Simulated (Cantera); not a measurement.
Input (Python, Cantera) and output of one run.

```python
import numpy as np
import cantera as ct

gas_names = """
    H HNO HNO2 HNO3 HO2 H2 H2O H2O2 N NH NH2 NH3 NH2OH NO NO2 NO3 N2 N2H2 N2H4 N2O O OH O2 O3 Si SiH
    SiH2 SiH3 SiH4 SiN SiO SiO2 Si2 Si2N Si3
""".split()
cond_names = """
    H2O(s) H2O(L) Si(cr) Si(L) SiO2(Lqz) SiO2(hqz) SiO2(L) Si2N2O(s) Si3N4(a)
""".split()


def load(file, names, dense=False):
    # The tables refer to 1 bar. Condensed volumes are neglected.
    table = {s.name: s for s in ct.Species.list_from_file(file)}
    out = []
    for n in names:
        d = dict(table[n].input_data)
        d["thermo"] = dict(d["thermo"], **{"reference-pressure": 1e5})
        if dense:
            d["equation-of-state"] = {"model": "constant-volume", "density": "1e6 g/cm^3"}
        out.append(ct.Species.from_dict(d))
    return out


gas = ct.Solution(thermo="ideal-gas", species=load("nasa_gas.yaml", gas_names))
cond = {s.name: ct.Solution(thermo="fixed-stoichiometry", species=[s], name=s.name)
        for s in load("nasa_condensed.yaml", cond_names, dense=True)}
atoms = {
    'Si': {'Si': 1},
    'H2O': {'H': 2, 'O': 1},
    'N2': {'N': 2},
}
top_T = {'Si2N2O(s)': 2100, 'Si3N4(a)': 2400}  # K; cautious upper limits of use, not melting points


def equilibrate(T, P, feed):
    n = {}
    for name, mol in feed.items():
        for a, k in atoms[name].items():
            n[a] = n.get(a, 0.0) + k * mol
    gas.TPX = T, P, n
    mass = sum(n.values()) * gas.mean_molecular_weight
    gas.equilibrate("TP")
    valid = [c for c in cond.values() if c.min_temp <= T <= top_T.get(c.name, c.max_temp)]
    mix = ct.Mixture([(gas, mass / gas.mean_molecular_weight)] + [(c, 0.0) for c in valid])
    mix.T, mix.P = T, P
    mix.equilibrate("TP", solver="vcs", rtol=1e-11, max_steps=5000)
    return mix


results = []
feed = {'Si': 1, 'H2O': 0.0046, 'N2': 100}  # mol
T = 1600  # K
P = 133.322  # Pa
mix = equilibrate(T, P, feed)
results.append((T, P, feed, dict(zip(mix.species_names, mix.species_moles))))
print(gas.report(threshold=0.001))
for i in range(1, mix.n_phases):
    print(f"{mix.phase(i).name:16s} {mix.phase_moles(i):12.5e} mol")
```

It prints:

```
       temperature   1600 K
          pressure   133.32 Pa
           density   0.00028075 kg/m^3
  mean mol. weight   28.013 kg/kmol
   phase of matter   gas

                          1 kg             1 kmol
                     ---------------   ---------------
          enthalpy        1.4947e+06        4.1871e+07  J
   internal energy        1.0198e+06        2.8568e+07  J
           entropy             10679        2.9916e+05  J/K
    Gibbs function       -1.5592e+07       -4.3679e+08  J
 heat capacity c_p              1252             35072  J/K
 heat capacity c_v            955.16             26757  J/K

                      mass frac. Y      mole frac. X     chem. pot. / RT
                     ---------------   ---------------   ---------------
                N2           0.99989           0.99987           -32.833
     [  +34 minor]        0.00010593        0.00012581

Si(cr)            0.00000e+00 mol
SiO2(hqz)         0.00000e+00 mol
Si2N2O(s)         0.00000e+00 mol
Si3N4(a)          3.30840e-01 mol
```

Method: chemical equilibrium by Gibbs-energy minimisation in Cantera with the NASA 1993 tables (ideal gas, pure condensed phases).
